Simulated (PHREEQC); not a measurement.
Dissolve 2.5 mmol/kgw Cu(NO3)2, 0.056 mmol/kgw HCl and 6.2 mmol/kgw Na2SO4 at 20 °C. Closed to the air; pH follows from the charge balance.

The numbers come from PHREEQC with the ion-association model, phreeqc.dat.

Each row changes one thing in this solution. Precipitation was switched off in this run.

```json
[
 {"case": "as made", "pH": "4.41", "ionic strength (mol/kgw)": "0.0232", "Cu+2 (mol/kgw)": "0.00186", "CuOH+ (mol/kgw)": "3.18e-7", "CuCl+ (mol/kgw)": "1.26e-7", "Cu2(OH)2+2 (mol/kgw)": "3.56e-8"},
 {"case": "diluted 5-fold with water", "pH": "4.99", "ionic strength (mol/kgw)": "0.00498", "Cu+2 (mol/kgw)": "0.000443", "CuOH+ (mol/kgw)": "3.50e-7", "CuCl+ (mol/kgw)": "7.78e-9", "Cu2(OH)2+2 (mol/kgw)": "3.77e-8"},
 {"case": "Cu(NO3)2 from 0.0025 to 0.025 mol/kgw", "pH": "4.33", "ionic strength (mol/kgw)": "0.0831", "Cu+2 (mol/kgw)": "0.0224", "CuOH+ (mol/kgw)": "2.56e-6", "CuCl+ (mol/kgw)": "1.09e-6", "Cu2(OH)2+2 (mol/kgw)": "2.68e-6"},
 {"case": "HCl from 5.6e-05 to 0.00028 mol/kgw", "pH": "3.71", "ionic strength (mol/kgw)": "0.0234", "Cu+2 (mol/kgw)": "0.00186", "CuOH+ (mol/kgw)": "6.40e-8", "CuCl+ (mol/kgw)": "6.31e-7", "Cu2(OH)2+2 (mol/kgw)": "1.44e-9"},
 {"case": "Na2SO4 from 0.0062 to 0.0031 mol/kgw", "pH": "4.35", "ionic strength (mol/kgw)": "0.0151", "Cu+2 (mol/kgw)": "0.00208", "CuOH+ (mol/kgw)": "3.34e-7", "CuCl+ (mol/kgw)": "1.54e-7", "Cu2(OH)2+2 (mol/kgw)": "3.76e-8"},
 {"case": "Na2SO4 left out", "pH": "4.28", "ionic strength (mol/kgw)": "0.00756", "Cu+2 (mol/kgw)": "0.00250", "CuOH+ (mol/kgw)": "3.72e-7", "CuCl+ (mol/kgw)": "2.07e-7", "Cu2(OH)2+2 (mol/kgw)": "4.37e-8"}
]
```
